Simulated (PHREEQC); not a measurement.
**Leach liquor: an equilibrium model**

Consider water at 20 °C with 59 mmol/kgw HCl and 45 mmol/kgw NiSO4. Closed to the air; pH follows from the charge balance.

Model: ion-association model, wateq4f.dat, run in PHREEQC.

Each row changes one thing in this solution. No solid was allowed to form.

```json
[
 {"case": "as made", "pH": "1.49", "ionic strength (mol/kgw)": "0.157", "Ni+2 (mol/kgw)": "0.0332", "HSO4- (mol/kgw)": "0.0191", "SO4-2 (mol/kgw)": "0.0158", "NiSO4 (mol/kgw)": "0.0101", "SI of Morenosite (NiSO4:7H2O)": "-1.86"},
 {"case": "NiSO4 from 0.045 to 0.0675 mol/kgw", "pH": "1.55", "ionic strength (mol/kgw)": "0.201", "Ni+2 (mol/kgw)": "0.0465", "HSO4- (mol/kgw)": "0.0241", "SO4-2 (mol/kgw)": "0.0246", "NiSO4 (mol/kgw)": "0.0188", "SI of Morenosite (NiSO4:7H2O)": "-1.59"},
 {"case": "temperature from 20 to 80 °C", "pH": "1.64", "ionic strength (mol/kgw)": "0.148", "Ni+2 (mol/kgw)": "0.0363", "HSO4- (mol/kgw)": "0.0298", "SO4-2 (mol/kgw)": "0.00813", "NiSO4 (mol/kgw)": "0.00704", "SI of Morenosite (NiSO4:7H2O)": "-2.59"},
 {"case": "NiSO4 from 0.045 to 0.0495 mol/kgw", "pH": "1.51", "ionic strength (mol/kgw)": "0.166", "Ni+2 (mol/kgw)": "0.0360", "HSO4- (mol/kgw)": "0.0203", "SO4-2 (mol/kgw)": "0.0175", "NiSO4 (mol/kgw)": "0.0117", "SI of Morenosite (NiSO4:7H2O)": "-1.80"},
 {"case": "0.0026 mol/kgw NaHCO3 added", "pH": "1.51", "ionic strength (mol/kgw)": "0.157", "Ni+2 (mol/kgw)": "0.0331", "HSO4- (mol/kgw)": "0.0186", "SO4-2 (mol/kgw)": "0.0161", "NiSO4 (mol/kgw)": "0.0102", "SI of Morenosite (NiSO4:7H2O)": "-1.86"},
 {"case": "NiSO4 from 0.045 to 0.09 mol/kgw", "pH": "1.61", "ionic strength (mol/kgw)": "0.243", "Ni+2 (mol/kgw)": "0.0587", "HSO4- (mol/kgw)": "0.0277", "SO4-2 (mol/kgw)": "0.0335", "NiSO4 (mol/kgw)": "0.0287", "SI of Morenosite (NiSO4:7H2O)": "-1.40"}
]
```

Species that the database lacks are ignored. Constants without temperature data keep their 25 °C values here.
